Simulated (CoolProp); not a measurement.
Vapour-liquid equilibrium of acetone (1) + n-dodecane (2) at 136.85 °C; x and y are mole fractions of (1).

Model: multi-fluid Helmholtz-energy mixture model, Lemmon 2006 and Lemmon 2004; pair parameters Bell 2016, in CoolProp.

Q: Give the bubble pressure and the first vapour's composition at x = 0.575, 0.725, 0.95. Is there an azeotrope?

A: x = 0.575: 0.5754 MPa, y = 0.987; x = 0.725: 0.6563 MPa, y = 0.990; x = 0.95: 0.8241 MPa, y = 0.998. No azeotrope shows between x = 0.05 and 0.95.

Pair parameters are fitted to limited data, so mixtures are less certain than the pure fluids. The gap from Raoult's law changes sign with composition, which may be real or a fault of the pair parameters; it wasn't checked against measurements.
